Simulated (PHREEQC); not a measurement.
Brine: speciation

Solution (25 °C): 0.62 mol LiBr, 0.77 mol KCl and 6.2e-05 mol H4SiO4 per kg of water. Closed to the air; pH follows from the charge balance.

The numbers come from PHREEQC with the Pitzer model, pitzer.dat.

Precipitation was switched off in this run.

Estimate the pH, osmotic coefficient.

pH 6.63; osmotic coefficient 0.984.

In brines, pH and single-ion activities rest on the MacInnes convention.
